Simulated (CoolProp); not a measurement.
A single-stage vapour-compression cycle with n-perfluorohexane: evaporating at 308.15 K (dew point), condensing at 340.15 K (bubble point), superheat 10 K, subcooling 2 K, compressor efficiency 0.7, no pressure losses. Each further row changes one setting.

The numbers come from the reference Helmholtz-energy equation of state, Gao 2022 in CoolProp.

```tsv
case	cooling COP	pressure ratio	discharge temperature (K)	refrigerating effect (kJ/kg)	volumetric capacity (kJ/m³)
as stated	5.49	3.13	340.2	66.3	391
evaporating temperature 313.15 K	6.94	2.57	340.2	70.4	501
condensing temperature 335.15 K	6.86	2.66	335.2	71.9	424
subcooling 7 K	5.95	3.13	340.2	71.9	424
superheat 20 K	5.89	3.13	344.4	74.9	427
compressor efficiency 0.6	4.71	3.13	340.2	66.3	391
```

The compression ends wet for: as stated; evaporating temperature 313.15 K; condensing temperature 335.15 K; subcooling 7 K; compressor efficiency 0.6.
